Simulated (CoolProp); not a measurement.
Properties of R236EA along the isobar 31.6 bar.

Values from CoolProp's reference Helmholtz-energy equation of state, Rui 2013.

| T (K) | phase | density (kg/m³) | speed of sound (m/s) | Joule-Thomson coefficient (K/MPa) | expansivity (1/kK) | viscosity (µPa s) | conductivity (mW/(m K)) |
|---|---|---|---|---|---|---|---|
| 322.2 | liquid | 1361 | 515.5 | -0.1135 | 2.486 | 296 | 73.3 |
| 328.6 | liquid | 1339 | 490.6 | -0.08103 | 2.613 | 273 | 71.2 |
| 335.1 | liquid | 1316 | 465.1 | -0.04289 | 2.762 | 252 | 69.1 |
| 341.5 | liquid | 1292 | 439.8 | 0.0009857 | 2.933 | 232 | 67.1 |
| 347.9 | liquid | 1267 | 414.2 | 0.05279 | 3.135 | 214 | 65.1 |
| 354.3 | liquid | 1241 | 388.4 | 0.1149 | 3.377 | 197 | 63.1 |
| 360.7 | liquid | 1213 | 362.2 | 0.1907 | 3.673 | 182 | 61.1 |
| 367.1 | liquid | 1184 | 335.5 | 0.2856 | 4.047 | 166 | 59.1 |
| 373.5 | liquid | 1152 | 308.1 | 0.4080 | 4.535 | 152 | 57.1 |
| 379.9 | liquid | 1117 | 279.7 | 0.5723 | 5.203 | 138 | 55.0 |
| 386.4 | liquid | 1076 | 249.1 | 0.8099 | 6.199 | 124 | 52.9 |
| 392.8 | liquid | 1030 | 216.4 | 1.172 | 7.799 | 110 | 50.8 |
| 399.2 | liquid | 970.9 | 178.8 | 1.824 | 10.97 | 95.0 | 48.5 |
| 405.6 | liquid | 882.2 | 128.8 | 3.555 | 22.01 | 76.9 | 46.7 |
| 412 | gas | 276.9 | 86.17 | 17.33 | 30.99 | 20.8 | 34.1 |

Viscosity comes from a separate model (Huber 2003), an estimate that may be off by 10 % or more. Thermal conductivity comes from a separate model (Huber 2003), an estimate that may be off by 10 % or more.
